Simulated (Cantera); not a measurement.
A closed system holds: 1 mol SiH4, 0.2 mol NO, 0.97 mol O3, held at 2100 K.

Method: chemical equilibrium by Gibbs-energy minimisation in Cantera with the NASA 1993 tables (ideal gas, pure condensed phases). Candidate condensed phases: H2O, Si, SiO2, Si2N2O, Si3N4; 35 gas species. The tables hold silica as quartz up to 1696 K and as liquid above; real silica turns to tridymite and cristobalite and melts near 1996 K. Gases not in the tables: Si(OH)4. Kinetics and transport are ignored.

Question: Which condensed phases are stable at each of these points (P (Pa)): 5, 21, 85, 350, 1400, 5900, 24000, 100000?

Answer: 
| P (Pa) | condensed phases | Si condensed (%) |
|---|---|---|
| 5 | gas only | 0.0 |
| 21 | gas only | 0.0 |
| 85 | SiO2(l) | 64.3 |
| 350 | SiO2(l) | 87.4 |
| 1400 | SiO2(l) | 96.4 |
| 5900 | SiO2(l) | 99.1 |
| 24000 | SiO2(l) | 99.8 |
| 100000 | SiO2(l) | 99.9 |

From 5.00 Pa to 21.0 Pa nothing is condensed. From 85.0 Pa to 100000 Pa the condensed part is SiO2(l).
